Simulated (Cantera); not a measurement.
# Ignition delay

Mixture: CH4 : CO : O2 : N2 : H2O = 1 : 0.082 : 3.19 : 9.89 : 4.1 (molar parts), equivalence ratio 0.64, at 2.30 bar, adiabatic and at constant volume. Ignition delay is the time to a rise of 400 K.

Detailed kinetics in Cantera: GRI-Mech 3.0 (53 species, 325 reactions).

| T0 (K) | delay (ms) |
|---|---|
| 1000 | 395 |
| 1075 | 114 |
| 1150 | 38.7 |
| 1225 | 14.6 |
| 1300 | 5.91 |
| 1375 | 2.50 |

```json
{
 "apparent activation energy between 1225 and 1375 K": "160 kJ/mol"
}
```
